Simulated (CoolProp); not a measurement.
A simple Rankine cycle with water: condensing at 298.15 K, boiler at 10.9 MPa, turbine inlet 740.7 K, turbine efficiency 0.65, pump efficiency 0.8, no recuperator. Each further row changes one setting.

The numbers come from the reference Helmholtz-energy equation of state, Wagner 2002 in CoolProp.

```json
[
 {"case": "as stated", "thermal efficiency (%)": "27.6", "net work (kJ/kg)": "873", "heat in (kJ/kg)": "3160", "turbine exit temperature (K)": "298.1", "volume ratio over the turbine": "1450"},
 {"case": "turbine inlet 760.7 K", "thermal efficiency (%)": "27.8", "net work (kJ/kg)": "894", "heat in (kJ/kg)": "3210", "turbine exit temperature (K)": "298.1", "volume ratio over the turbine": "1410"},
 {"case": "condensing temperature 290.15 K", "thermal efficiency (%)": "28.3", "net work (kJ/kg)": "904", "heat in (kJ/kg)": "3190", "turbine exit temperature (K)": "290.1", "volume ratio over the turbine": "2290"},
 {"case": "boiler pressure 7.63 MPa", "thermal efficiency (%)": "27.0", "net work (kJ/kg)": "866", "heat in (kJ/kg)": "3210", "turbine exit temperature (K)": "298.1", "volume ratio over the turbine": "1000"},
 {"case": "turbine efficiency 0.55", "thermal efficiency (%)": "23.3", "net work (kJ/kg)": "736", "heat in (kJ/kg)": "3160", "turbine exit temperature (K)": "298.1", "volume ratio over the turbine": "1530"}
]
```

The expansion ends wet for: as stated; turbine inlet 760.7 K; condensing temperature 290.15 K; boiler pressure 7.63 MPa; turbine efficiency 0.55.
